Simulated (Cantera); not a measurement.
A closed system holds: 1 mol SiCl₄, 5.5 mol NH₃, 0.42 mol H₂, held at 773 K and 6.00e-5 bar.

Method: chemical equilibrium by Gibbs-energy minimisation in Cantera with the NASA 1993 tables (ideal gas, pure condensed phases). Candidate condensed phases: NH₄Cl, Si, Si₃N₄; 28 gas species. The numbers say what is thermodynamically allowed, not how fast it happens.

Base state: H₂ 0.531, HCl 0.299, N₂ 0.166, SiCl₄ 0.00375 (mole fractions); condensed: Si₃N₄(s).

What changes in the equilibrium state with this change: SiCl₄ replaced by trisilylamine?


```json
[
 {"species": "H₂", "before": "0.531", "after": "0.913"},
 {"species": "N₂", "before": "0.166", "after": "0.0867"},
 {"species": "HCl", "before": "0.299", "after": "0"},
 {"species": "SiCl₄", "before": "0.00375", "after": "0"},
 {"species": "Si₃N₄(s), mol", "before": "0.317", "after": "1.00"}
]
```
The feed counts by its element totals alone.

What changes in the equilibrium state with this change: temperature from 773 K to 1773 K?


```csv
species,before,after
H₂,0.531,0.531
N₂,0.166,0.199
HCl,0.299,0.165
SiCl₂,3.31e-9,0.0575
H,<1e-9,0.0268
Si,<1e-9,0.0123
Cl,<1e-9,0.00641
SiCl,<1e-9,0.00221
SiH,<1e-9,8.59e-5
"Si₃N₄(s), mol",0.317,0
```
The tables' values for SiCl, SiCl₃, SiN are old estimates; treat these amounts as uncertain.

What changes in the equilibrium state with this change: temperature from 773 K to 1575 K?


```tsv
species	before	after
H₂	0.531	0.568
N₂	0.166	0.204
HCl	0.299	0.149
SiCl₂	3.31e-9	0.0732
H	<1e-9	0.00404
Cl	<1e-9	0.000843
Si₃N₄(s), mol	0.317	0
```
The tables' values for SiCl, SiCl₃ are old estimates; treat these amounts as uncertain.
